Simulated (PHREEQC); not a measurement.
# Copper plating or etch bath with buffer: an equilibrium model

Solution A (10 mmol/kgw CuCl2, 0.37 mmol/kgw HCl and 1.2 mmol/kgw NaCl) is mixed with solution B (1.1 mmol/kgw H3PO4, 1.5 mmol/kgw NaOH and 30 mmol/kgw KCl) at 25 °C; shares are by mass of water, 1 kg in all. O2 is buffered at 0.21 atm. The system is closed to CO2. The run lets Cu(OH)2, Atacamite, Cu3(PO4)2:3H2O, Halite precipitate or redissolve, and no other solid.

The series has 21 steps of share of solution B, from 0 to 1.

Computed with PHREEQC (ion-association model, wateq4f.dat).

Problem. Which solids form, in which order, and at which step of the series does each first stand?

Solution. Cu3(PO4)2:3H2O from share of solution B = 0.45 (pH 4.59), last present at share of solution B = 0.95.

Problem. Between which two steps does the pH jump most, and from what to what?

Solution. Between share of solution B = 0.95 and 1: from 5.49 to 6.74.

H3PO4, which wateq4f.dat lacks, is added to it with the constant of phreeqc.dat. The database has no phosphate complexes of Cu.
